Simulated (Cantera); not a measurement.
Input: 1 mol CuO, 0.97 mol CH4, 16 mol N2, held at 2450 K and 7.50 Torr.

Method: chemical equilibrium by Gibbs-energy minimisation in Cantera with the NASA 1993 tables (ideal gas, pure condensed phases). Candidate condensed phases: C, C6H6, C7H8, C8H18, Cu, CuO, Cu(OH)2, Cu2O, H2O; 139 gas species. Kinetics and transport are ignored.

Base state: N2 0.782, H2 0.0676, H 0.0522, Cu 0.0489, CO 0.0473, H2O 0.00107, OH 0.000161, CO2 0.000123 (mole fractions); condensed: gas only.

**Question.** What changes in the equilibrium state with this change: temperature from 2450 K to 1150 K?

**Answer.** 
```tsv
species	before	after
N2	0.782	0.846
H2	0.0676	0.101
CO	0.0473	0.0508
H	0.0522	2.38e-7
Cu	0.0489	2.89e-7
OH	0.000161	<1e-9
O	8.25e-5	<1e-9
Cu(s), mol	0	1.000
```
